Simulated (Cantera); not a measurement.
Input: 1 mol SiO2, 2.2 mol HF, held at 0.000540 bar.

These are equilibrium values from Cantera (NASA tables, ideal gas, pure condensed phases), not measurements of a reactor. Candidate condensed phases: H2O, Si, SiO2; 38 gas species. The tables' values for SiF3 are old estimates; treat these amounts as uncertain. The tables hold silica as quartz up to 1696 K and as liquid above; real silica turns to tridymite and cristobalite and melts near 1996 K. The numbers say what is thermodynamically allowed, not how fast it happens.

x: gas mole fraction; n: condensed amount in mol.

```tsv
T (K)	x HF	x H2O	x SiF4	x H2	n SiO2(α-quartz)	n SiO2(β-quartz)	n SiO2(condensed)
650	0.360	0.427	0.213	___	0.613	0	0
800	0.612	0.259	0.129	___	0.748	0	0
950	0.773	0.152	0.0758	___	0	0.845	0
1100	0.859	0.0938	0.0469	___	0	0.901	0
1250	0.906	0.0625	0.0313	___	0	0.933	0
1400	0.933	0.0446	0.0224	___	0	0.952	0
1550	0.949	0.0336	0.0170	___	0	0.963	0
1700	0.958	0.0262	0.0137	___	0	0	0.970
```

### Question
Fill in the missing entries.

### Answer

- 650, x H2: 4.17e-11
- 800, x H2: 8.75e-9
- 950, x H2: 3.06e-7
- 1100, x H2: 3.88e-6
- 1250, x H2: 2.63e-5
- 1400, x H2: 0.000117
- 1550, x H2: 0.000388
- 1700, x H2: 0.00102
